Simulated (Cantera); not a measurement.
A jet of CH4 : O2 : N2 = 0.027 : 0.089 : 0.79 (molar parts) at 300 K and 44.3 Torr hits a platinum plate 7.3 cm away at a mass flux of 0.031 kg/m²/s; the plate temperature is set and raised in steps from an oxygen-covered start.

Detailed kinetics in Cantera: Deutschmann's 1995 Pt surface mechanism with GRI-Mech 3.0 gas chemistry. Catalytic surfaces can have several steady states; this one follows from the mechanism file's or the stated starting coverage.

x: mole fraction at the wall; θ: surface coverage.

```tsv
plate T (K)	wall x CH4	wall x O2	wall x H2O	wall x OH	wall x CO	wall x CO2	θ free Pt	θ O*	θ OH*
950	0.0112	0.0587	0.0347	1.11e-7	6.81e-6	0.0227	0.328	0.671	0.00115
1000	0.00816	0.0523	0.0402	2.96e-7	6.85e-6	0.0264	0.406	0.593	0.00108
1050	(withheld)	0.0482	0.0438	(withheld)	7.04e-6	0.0288	(withheld)	(withheld)	(withheld)
1100	0.00487	0.0455	0.0461	1.49e-6	7.48e-6	0.0303	0.554	0.445	0.000849
1150	0.00399	0.0437	0.0476	2.95e-6	8.21e-6	0.0313	0.620	0.379	0.000732
1200	(withheld)	0.0425	0.0485	(withheld)	(withheld)	0.0320	(withheld)	(withheld)	(withheld)
```

Problem. What belongs in the gaps?

Solution. 
- 1050, wall x CH4: 0.00617
- 1050, wall x OH: 6.96e-7
- 1050, θ free Pt: 0.482
- 1050, θ O*: 0.517
- 1050, θ OH*: 0.000970
- 1200, wall x CH4: 0.00338
- 1200, wall x OH: 5.44e-6
- 1200, wall x CO: 9.30e-6
- 1200, θ free Pt: 0.680
- 1200, θ O*: 0.319
- 1200, θ OH*: 0.000625
